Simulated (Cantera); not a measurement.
**Hydrocarbon pyrolysis for carbon deposition**

A perfectly stirred reactor is fed with C2H6 : N2 = 1 : 1.4 (molar parts), at 0.0133 bar; it is held at 2000 K, and followed from long to short residence time.

Computed with Cantera and GRI-Mech 3.0 (53 species, 325 reactions). GRI-Mech 3.0 stops at C3 and has no aromatics, soot or wall deposition, so with more carbon than oxygen in the feed, carbon stays in small species such as C2H2 where larger ones or solid carbon would form. Radical loss at walls, strong at low pressure, is not modelled.

```
τ (s)      x C2H6      x H     x CH2    x C2H4    x C2H  x C2H2
-------  --------  -------  --------  --------  -------  ------
3.4       2.40e-6  0.00657   1.19e-5   2.51e-5  6.17e-5   0.225
0.90      1.01e-5  0.00551   1.91e-5   7.74e-5  5.20e-5   0.224
0.24      4.02e-5  0.00509   3.11e-5  0.000276  4.85e-5   0.221
0.062    0.000157  0.00513   5.12e-5  0.000992  4.96e-5   0.216
0.016    0.000601  0.00548   8.32e-5   0.00332  5.41e-5   0.206
0.0043    0.00219  0.00592  0.000132   0.00991  5.99e-5   0.187
0.0011    0.00841  0.00624  0.000211    0.0275  6.27e-5   0.151
0.00030    0.0305  0.00595  0.000323    0.0586  5.14e-5  0.0930
```
x: mole fraction; the columns are a selection and need not sum to one.
